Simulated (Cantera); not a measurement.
Standard-state values (1 bar) from the NASA 1993 polynomials, evaluated with Cantera. Values are per mole of reaction as written; species without (g) are pure solids or liquids, kept so even where they would boil at 1 bar.

2 Cl(g) + CaF₂ = 2 F(g) + CaCl₂

| T (K) | ΔH° (kJ) | ΔS° (J/K) | ΔG° (kJ) | log10 K | condensed phases |
|---|---|---|---|---|---|
| 300 | (withheld) | (withheld) | (withheld) | (withheld) | CaF₂(s), CaCl₂(s) |
| 1848 | 333.6 | 25.1 | 287.3 | -8.12 | CaF₂(l), CaCl₂(l) |
| 1898 | 333.7 | 25.1 | 286.0 | -7.87 | CaF₂(l), CaCl₂(l) |
| 1948 | (withheld) | (withheld) | (withheld) | (withheld) | CaF₂(l), CaCl₂(l) |
| 1998 | 333.9 | 25.2 | 283.5 | -7.41 | CaF₂(l), CaCl₂(l) |
| 2048 | (withheld) | (withheld) | (withheld) | (withheld) | CaF₂(l), CaCl₂(l) |
| 2098 | 334.0 | 25.3 | 281.0 | -7.00 | CaF₂(l), CaCl₂(l) |
| 2148 | (withheld) | (withheld) | (withheld) | (withheld) | CaF₂(l), CaCl₂(l) |
| 2198 | 334.2 | 25.4 | 278.5 | -6.62 | CaF₂(l), CaCl₂(l) |

Problem. Fill in the missing entries.

Solution. 
- 300, ΔH° (kJ): 346.3
- 300, ΔS° (J/K): 23.2
- 300, ΔG° (kJ): 339.3
- 300, log10 K: -59.08
- 1948, ΔH° (kJ): 333.8
- 1948, ΔS° (J/K): 25.1
- 1948, ΔG° (kJ): 284.8
- 1948, log10 K: -7.64
- 2048, ΔH° (kJ): 334.0
- 2048, ΔS° (J/K): 25.2
- 2048, ΔG° (kJ): 282.3
- 2048, log10 K: -7.20
- 2148, ΔH° (kJ): 334.1
- 2148, ΔS° (J/K): 25.3
- 2148, ΔG° (kJ): 279.7
- 2148, log10 K: -6.80
